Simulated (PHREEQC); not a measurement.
PHREEQC input (Pitzer model, pitzer.dat):

```
SOLUTION 1
  temp 25
  units mol/kgw
  pH 7 charge
END
SELECTED_OUTPUT 1
  -reset false
  -pH true
  -pe true
  -ionic_strength true
  -water true
  -totals Na S Si
  -molalities H+ Na+ SO4-2 H4SiO4 OH- HSO4- H3SiO4- H2SiO4-2
  -equilibrium_phases Mirabilite SiO2(a) Thenardite
PRINT
  -reset false
USE solution 1
REACTION 1
  Na2SiO3 1
  0 0.00125 0.0025 0.00375 0.005 0.00625 0.0075 0.00875 0.01 0.0113 0.0125 0.0137 0.015 moles
EQUILIBRIUM_PHASES 1
  Mirabilite 0 30
  SiO2(a) 0 0
  Thenardite 0 0
END
```

Selected output (columns that matter, 9 of 13 rows; Na2SiO3 added (mol) added in front):

```
Na2SiO3 added (mol)	pH	mu	Na	S	Si	m_H+	m_Na+	m_SO4-2	m_OH-	m_H3SiO4-	m_H2SiO4-2	Mirabilite
0	7.3926	5.8574	3.9049	1.9525	0	7.6103e-08	3.9049	1.9525	4.3305e-07	0	0	26.988
0.0025	10.91	5.8597	3.9074	1.9521	0.0016209	2.3111e-11	3.9074	1.9521	0.0014248	0.0013742	0.00022142	26.989
0.00375	11.06	5.861	3.9087	1.9519	0.0024316	1.6367e-11	3.9087	1.9519	0.0020112	0.00196	0.00044602	26.99
0.005	11.163	5.8624	3.91	1.9517	0.0032424	1.2914e-11	3.91	1.9517	0.0025479	0.0024965	0.00072016	26.99
0.0075	11.302	5.8655	3.9126	1.9514	0.0048643	9.3606e-12	3.9126	1.9514	0.0035124	0.0034608	0.0013777	26.991
0.01	11.397	5.8687	3.9153	1.9512	0.0064867	7.5167e-12	3.9153	1.9512	0.0043708	0.004319	0.0021418	26.992
0.0113	11.437	5.8704	3.9168	1.951	0.0073305	6.863e-12	3.9168	1.951	0.0047852	0.0047334	0.0025712	26.992
0.0125	11.469	5.872	3.9181	1.9509	0.0081095	6.3727e-12	3.9181	1.9509	0.0051515	0.0050998	0.0029838	26.993
0.015	11.526	5.8754	3.9209	1.9507	0.0097327	5.5862e-12	3.9209	1.9507	0.0058724	0.0058206	0.0038861	26.994
```

Species that the database lacks are ignored. In brines, pH and single-ion activities rest on the MacInnes convention.
